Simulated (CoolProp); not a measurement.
Vapour-liquid equilibrium of propylene (1) + R114 (2) at 15.35 °C; x and y are mole fractions of (1).

Computed with CoolProp (multi-fluid Helmholtz-energy mixture model, Lemmon 2013 and Platzer 1990; pair parameters Bell 2016). This equation is an older, rougher fit; its heat capacities, sound speeds and derivatives of the liquid may be far off and weren't checked against measurements.

Give the bubble pressure and the first vapour's composition at x = 0.2, 0.575, 0.875. Is there an azeotrope?

x = 0.2: 349.0 kPa, y = 0.616; x = 0.575: 635.3 kPa, y = 0.860; x = 0.875: 818.9 kPa, y = 0.955. No azeotrope shows between x = 0.05 and 0.95.

Pair parameters are fitted to limited data, so mixtures are less certain than the pure fluids.
